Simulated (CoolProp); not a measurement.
Sulfur hexafluoride at 293.15 K and 0.74 MPa is throttled through a valve to 0.265 MPa with no heat exchange. Each further row changes one setting.

The numbers come from the reference Helmholtz-energy equation of state, Guder 2009 in CoolProp.

| case | temperature change (K) | final density (kg/m³) |
|---|---|---|
| as stated | -5.1 | ___ |
| outlet pressure 0.0795 MPa | -7.1 | ___ |
| outlet pressure 0.345 MPa | -4.3 | ___ |

### Question
Fill in the missing entries.

### Answer

- as stated, final density (kg/m³): 16.7
- outlet pressure 0.0795 MPa, final density (kg/m³): 4.93
- outlet pressure 0.345 MPa, final density (kg/m³): 21.9
